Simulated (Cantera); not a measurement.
A perfectly stirred reactor is fed with CO : O₂ : H₂O : N₂ = 0.0032 : 0.04 : 0.0031 : 1 (molar parts), equivalence ratio 0.040, at 5.80 bar; it is held at 1475 K, and followed from long to short residence time.

Detailed kinetics in Cantera: GRI-Mech 3.0 (53 species, 325 reactions).

What does this change do: CO 0.0032 to 0.022 parts?


| quantity | before | after |
|---|---|---|
| x(CO) at τ = 4.40 s | 5.39e-6 | 2.45e-5 |
| x(O₂) at τ = 4.40 s | 0.0368 | 0.0275 |
| x(H₂O) at τ = 4.40 s | 0.00296 | 0.00293 |
| x(CO₂) at τ = 4.40 s | 0.00306 | 0.0208 |
| x(OH) at τ = 4.40 s | 7.60e-6 | 1.22e-5 |
| x(CO) at τ = 15.0 ms | 0.000314 | 0.00135 |
| x(O₂) at τ = 15.0 ms | 0.0369 | 0.0281 |
| x(H₂O) at τ = 15.0 ms | 0.00295 | 0.00290 |
| x(CO₂) at τ = 15.0 ms | 0.00275 | 0.0195 |
| x(OH) at τ = 15.0 ms | 3.39e-5 | 5.79e-5 |
